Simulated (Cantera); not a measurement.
An isothermal, constant-pressure homogeneous reactor starts with 3.73 % H2, 95.7 % O2, 0.603 % N2, equivalence ratio 0.019, at 1300 K and 0.0263 atm.

Model: GRI-Mech 3.0 (53 species, 325 reactions), integrated in Cantera. Radical loss at walls, strong at low pressure, is not modelled. The temperature is held fixed by assumption; the heat of reaction is taken as removed at once.

One state of this run: x H2 = 5.61e-5; x O2 = 0.952; x H2O2 = 6.27e-8; x H2O = 0.0372; x O = 0.00285; x H = 0.000134. x: mole fraction; the columns are a selection and need not sum to one.

Problem. Which value of t (s) does it belong to?
(A) 1.19
(B) 6.00e-5
(C) 0.0171
(D) 0.0702

Solution. D, 0.0702
